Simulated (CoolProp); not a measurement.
R1336mzz(E) along the isotherm 136.85 °C: Z from the reference equation and from simpler models built on Tc = 130.4 °C, pc = 2.779 MPa, ω = 0.413; each cubic takes its own stable root.

Computed with CoolProp (reference Helmholtz-energy equation of state, Akasaka 2023).

```csv
p (MPa),phase,reference,Pitzer virial,van der Waals,Redlich-Kwong
0.126,gas,0.9845,0.9849,0.9869,0.9851
0.253,gas,0.9685,0.9698,0.9734,0.9698
0.379,gas,0.9524,0.9547,0.9597,0.9543
0.505,gas,0.9359,0.9397,0.9457,0.9385
0.632,gas,0.9190,0.9245,0.9312,0.9223
0.758,gas,0.9018,0.9094,0.9164,0.9057
0.884,gas,0.8843,0.8944,0.9011,0.8888
1.01,gas,0.8663,0.8793,0.8854,0.8714
1.14,gas,0.8473,0.8638,0.8687,0.8530
1.26,gas,0.8292,0.8494,0.8527,0.8354
1.39,gas,0.8091,0.8339,0.8347,0.8158
```
